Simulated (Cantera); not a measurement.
A closed system holds: 1 mol Si, 2.4 mol Cl₂, 7.9 mol H₂, at 973.15 K and 11.0 bar.

Equilibrium computed with Cantera from the NASA thermochemical tables; the gas is ideal and each condensed phase is pure. Candidate condensed phases: Si; 19 gas species. The tables' values for SiCl₃ are old estimates; treat these amounts as uncertain. The numbers say what is thermodynamically allowed, not how fast it happens.

Base state: H₂ 0.801, SiCl₄ 0.102, HCl 0.0912, SiHCl₃ 0.00507, SiH₂Cl₂ 2.62e-5, SiCl₃ 2.08e-5 (mole fractions); condensed: gas only.

Question: What changes in the equilibrium state with this change: temperature from 973.15 K to 1250 K?

Answer: 
| species | before | after |
|---|---|---|
| H₂ | 0.801 | 0.782 |
| HCl | 0.0912 | 0.111 |
| SiCl₄ | 0.102 | 0.0838 |
| SiHCl₃ | 0.00507 | 0.0211 |
| SiCl₂ | 1.21e-7 | 0.000224 |
| SiCl₃ | 2.08e-5 | 0.00162 |
| SiH₂Cl₂ | 2.62e-5 | 0.000722 |

Question: What changes in the equilibrium state with this change: Si replaced by SiCl₄?

Answer: 
```tsv
species	before	after
H₂	0.801	0.486
HCl	0.0912	0.425
SiCl₄	0.102	0.0879
SiH₂Cl₂	2.62e-5	3.80e-7
SiHCl₃	0.00507	0.000565
SiCl₃	2.08e-5	2.98e-6
```
